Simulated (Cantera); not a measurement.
Cantera run, input and output.

```python
import numpy as np
import cantera as ct

gas = ct.Solution("h2o2.yaml")
gas.TPX = 600, 58000, {'H2': 1, 'O2': 0.238, 'N2': 0.895}
flame = ct.FreeFlame(gas, width=0.059)
flame.set_refine_criteria(ratio=3, slope=0.08, curve=0.16)
flame.transport_model = "mixture-averaged"
flame.solve(loglevel=0, auto=True)
z, T = flame.grid, flame.T
thick = (T[-1] - T[0]) / np.gradient(T, z).max()
show = ['H2', 'O2', 'H', 'H2O2', 'OH', 'O']
print(f"laminar burning velocity  {flame.velocity[0] * 100:.3f} cm/s")
print(f"burnt temperature         {T[-1]:.1f} K")
print(f"thermal thickness         {thick * 1e3:.4f} mm")
print(f"grid points               {len(z)}")
z0 = z[flame.heat_release_rate.argmax()]
print(f"{'z/mm':>9s}{'T/K':>9s}{'u/(m/s)':>9s}" + "".join(f"{s:>11s}" for s in show))
rows = []
for k in (-3, -2, -1.5, -1, -0.5, -0.25, 0, 0.25, 0.5, 1, 2, 4, 8):
    zz = z0 + k * thick
    rows.append([k * thick, np.interp(zz, z, T), np.interp(zz, z, flame.velocity),
                 *(np.interp(zz, z, flame.X[gas.species_index(s)]) for s in show)])
    print(f"{rows[-1][0] * 1e3:9.3f}{rows[-1][1]:9.1f}{rows[-1][2]:9.3f}" + "".join(f"{x:11.3e}" for x in rows[-1][3:]))
```

Result:

```
laminar burning velocity  845.977 cm/s
burnt temperature         2253.2 K
thermal thickness         0.9216 mm
grid points               143
     z/mm      T/K  u/(m/s)         H2         O2          H       H2O2         OH          O
   -2.765    600.0    8.460  4.688e-01  1.116e-01  8.393e-15  6.231e-17  1.028e-17  2.268e-16
   -1.843    600.0    8.460  4.688e-01  1.116e-01  7.476e-12  1.028e-14  6.239e-15  1.186e-13
   -1.382    600.0    8.460  4.688e-01  1.116e-01  5.158e-10  4.125e-13  3.475e-13  5.613e-12
   -0.922    600.0    8.460  4.688e-01  1.116e-01  2.290e-07  3.155e-10  4.081e-10  2.005e-09
   -0.461    618.8    8.698  4.660e-01  1.114e-01  4.671e-04  1.918e-06  6.472e-05  1.358e-05
   -0.230    802.3   11.079  4.368e-01  1.059e-01  1.059e-02  3.374e-06  4.569e-04  3.022e-04
    0.000   1189.1   15.978  3.240e-01  6.584e-02  6.241e-02  9.806e-07  2.119e-03  3.531e-03
    0.230   1452.4   19.353  2.282e-01  1.251e-02  1.029e-01  5.768e-07  3.676e-03  3.229e-03
    0.461   1558.4   20.648  2.149e-01  2.036e-03  1.027e-01  3.841e-07  3.943e-03  1.816e-03
    0.922   1667.0   21.922  2.216e-01  7.068e-04  8.967e-02  2.793e-07  4.430e-03  1.457e-03
    1.843   1783.8   23.252  2.318e-01  5.200e-04  7.328e-02  1.755e-07  4.702e-03  1.158e-03
    3.686   1904.7   24.596  2.422e-01  3.410e-04  5.608e-02  9.551e-08  4.557e-03  7.923e-04
    7.373   2014.3   25.783  2.516e-01  1.920e-04  4.032e-02  4.887e-08  3.956e-03  4.618e-04
```

Computed with Cantera and the H2/O2 subset of GRI-Mech 3.0, which has no nitrogen chemistry. Burning velocities carry a grid error of a few per cent, more on coarse grids.
